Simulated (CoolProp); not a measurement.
Properties of isopentane along the isotherm 50.95 °C.

The numbers come from the reference Helmholtz-energy equation of state, Lemmon 2006 in CoolProp. It is a short technical equation, of lower accuracy than the large ones.

```
p (bar)   phase  density (kg/m³)  isothermal compressibility (1/MPa)  conductivity (mW/(m K))
-------  ------  ---------------  ----------------------------------  -----------------------
1.3         gas            3.640                               8.062                     17.2
2.6      liquid            587.7                            0.003234                     94.0
3.9      liquid            587.9                            0.003219                     94.1
5.2      liquid            588.2                            0.003205                     94.2
6.5      liquid            588.4                            0.003190                     94.3
7.8      liquid            588.6                            0.003175                     94.4
9.1      liquid            588.9                            0.003161                     94.5
10.4     liquid            589.1                            0.003147                     94.6
11.7     liquid            589.4                            0.003133                     94.7
13       liquid            589.6                            0.003119                     94.8
14.3     liquid            589.8                            0.003105                     94.9
15.6     liquid            590.1                            0.003091                     95.0
16.9     liquid            590.3                            0.003078                     95.1
```

Thermal conductivity comes from a separate model (Vassiliou 2015).
